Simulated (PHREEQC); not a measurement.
Solution (74 °C): 0.027 mol HF, 0.0038 mol KF and 0.00059 mol H4SiO4 per kg of water. It is in equilibrium with CO2 at log p = -3.4 (atm). Otherwise closed; pH follows from the charge balance.

Equilibrium calculation in PHREEQC: ion-association model, phreeqc.dat.

No solid was allowed to form.

Problem. Order these F species by the share of F that they hold, largest first: HF2-, SiF6-2, HF, F-.

Solution. HF (73 %), F- (13 %), SiF6-2 (11 %), HF2- (2.5 %)

The pH is 2.80 and the ionic strength 0.00612 mol/kgw. Complexes and solids missing from the database can't appear. Constants without temperature data keep their 25 °C values here. SiF6-2 is the database's only silicon fluoride.
